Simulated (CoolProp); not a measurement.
Vapour-liquid equilibrium of hydrogen sulfide (1) + n-heptane (2) at 0.175 MPa; x and y are mole fractions of (1).

Computed with CoolProp (multi-fluid Helmholtz-energy mixture model, Lemmon 2006 and Span 2003; pair parameters Kunz 2012).

```
x      bubble temperature, mixture model (°C)  bubble temperature, Raoult's law (°C)  y, mixture model  y, Raoult's law
-----  --------------------------------------  -------------------------------------  ----------------  ---------------
0.05                                      [?]                                   45.2             0.936            0.916
0.125                                    -9.8                                   10.3             0.996            0.986
0.2                                       [?]                                   -5.7             0.999            0.995
0.275                                     [?]                                  -15.6             0.999            0.998
0.35                                      [?]                                  -22.6             1.000            0.999
0.425                                   -40.2                                  -27.9             1.000            0.999
0.5                                     -41.7                                  -32.2             1.000            1.000
0.575                                   -42.8                                  -35.8             1.000            1.000
0.65                                      [?]                                  -38.8             1.000            1.000
0.725                                     [?]                                  -41.5             1.000            1.000
0.8                                     -45.5                                  -43.8             1.000            1.000
0.875                                     [?]                                  -45.9             1.000            1.000
0.95                                    -47.8                                  -47.7             1.000            1.000
```

Some entries are withheld; supply them.


- 0.05, bubble temperature, mixture model (°C): 37.9
- 0.2, bubble temperature, mixture model (°C): -26.0
- 0.275, bubble temperature, mixture model (°C): -33.7
- 0.35, bubble temperature, mixture model (°C): -37.8
- 0.65, bubble temperature, mixture model (°C): -43.7
- 0.725, bubble temperature, mixture model (°C): -44.6
- 0.875, bubble temperature, mixture model (°C): -46.6

The largest gap from Raoult's law is -20.3 K in bubble temperature, at x = 0.2. No azeotrope shows between x = 0.05 and 0.95.

Pair parameters are fitted to limited data, so mixtures are less certain than the pure fluids. With so large a gap from Raoult's law the liquid may split in two, which this calculation doesn't test in full.
